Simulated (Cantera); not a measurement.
Input: 1 mol ZrO2, 3 mol H2, 6.4 mol H2O, equilibrated at 1448.15 K and 1.50 bar.

Cantera equilibrium calculation (NASA polynomials, part measured and part estimated; ideal gas, pure solids and liquids). Candidate condensed phases: H2O, Zr, ZrO2; 12 gas species. Kinetics and transport are ignored.

Base state: H2O 0.681, H2 0.319 (mole fractions); condensed: ZrO2(monoclinic).

Task: What changes in the equilibrium state with this change: ZrO2 replaced by Cr2O3?

Result: 
| species | before | after |
|---|---|---|
| H2O | 0.681 | 0.681 |
| H2 | 0.319 | 0.319 |
| ZrO2(monoclinic), mol | 1.00 | 0 |
| Cr2O3(s), mol | 0 | 1.00 |
Further candidate phases: Cr, Cr2O3.
